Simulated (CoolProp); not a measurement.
R236FA at 293.15 K and 0.554 MPa flows at 2.2 m/s in a round tube of 2 mm bore and 45 µm roughness, fully developed (64/Re and Nu = 3.66 if laminar; Colebrook and Gnielinski if turbulent). Each further row changes one setting.

The numbers come from the reference Helmholtz-energy equation of state, Pan 2012 in CoolProp.

| case | Reynolds number | Darcy friction factor | pressure drop (Pa/m) | heat-transfer coefficient (W/(m² K)) | mass flow (kg/h) |
|---|---|---|---|---|---|
| as stated | 19800 | 0.0527 | 87900 | 7760 | 34.3 |
| velocity 4.4 m/s | 39600 | 0.0518 | 346000 | 15800 | 68.6 |
| diameter 4 mm | 39600 | 0.0408 | 34000 | 6710 | 137 |

Viscosity comes from a separate model (Huber 2003), an estimate that may be off by 10 % or more. Thermal conductivity comes from a separate model (Huber 2003), an estimate that may be off by 10 % or more.
